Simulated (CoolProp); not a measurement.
Model: reference Helmholtz-energy equation of state, Gao 2022, in CoolProp.

Give the vapour pressure (MPa), enthalpy of vaporisation (kJ/kg), vapour Z of saturated n-perfluorobutane at 206.9 K.


```tsv
T (K)	p (MPa)	enthalpy of vaporisation (kJ/kg)	vapour Z
206.9	0.00270	118	0.997
```
